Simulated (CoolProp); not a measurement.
Vapour-liquid equilibrium of carbon monoxide (1) + methane (2) at -164.15 °C; x and y are mole fractions of (1).

The numbers come from the multi-fluid Helmholtz-energy mixture model, Lemmon 2006 and Setzmann 1991; pair parameters Kunz 2012 in CoolProp.

| x | bubble pressure, mixture model (bar) | bubble pressure, Raoult's law (bar) | y, mixture model | y, Raoult's law |
|---|---|---|---|---|
| 0.05 | 1.330 | 1.270 | 0.410 | 0.395 |
| 0.125 | 2.144 | 1.961 | 0.653 | 0.639 |
| 0.2 | 2.968 | 2.652 | 0.764 | 0.756 |
| 0.275 | 3.775 | 3.344 | 0.826 | 0.825 |
| 0.35 | 4.543 | 4.035 | 0.865 | 0.870 |
| 0.425 | 5.261 | 4.726 | 0.892 | 0.902 |
| 0.5 | 5.925 | 5.418 | 0.911 | 0.925 |
| 0.575 | 6.541 | 6.109 | 0.927 | 0.944 |
| 0.65 | 7.121 | 6.800 | 0.940 | 0.958 |
| 0.725 | 7.685 | 7.492 | 0.952 | 0.970 |
| 0.8 | 8.256 | 8.183 | 0.963 | 0.980 |
| 0.875 | 8.861 | 8.874 | 0.976 | 0.989 |
| 0.95 | 9.530 | 9.566 | 0.989 | 0.996 |

The largest gap from Raoult's law is +12.9 % in bubble pressure, at x = 0.275. No azeotrope shows between x = 0.05 and 0.95.

The pair parameters rest on a limited set of measurements; away from them the model extrapolates.
